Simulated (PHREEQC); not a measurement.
0.073 g of hydrous ferric oxide (600 m²/g; 0.2 weak and 0.005 strong sites per Fe, Dzombak-Morel constants, diffuse double layer) in 1 kg of water with 0.01 mol/kgw of an inert sodium salt and 7.6e-06 mol ZnSO4, at 25 °C; the pH is set by adding NaOH or the inert anion's acid. O2 is buffered at 0.21 atm. The system is closed to CO2. No solid was allowed to form.

The series has 17 steps of pH, from 4 to 12.

Equilibrium calculation in PHREEQC: ion-association model, wateq4f.dat.

**Question.** Near which pH is half of the S sorbed, and on which side is more sorbed?

**Answer.** Near pH 6.2, with more sorbed at lower pH.

**Question.** Near which pH is half of the Zn sorbed, and on which side is more sorbed?

**Answer.** Near pH 6.6, with more sorbed at higher pH.
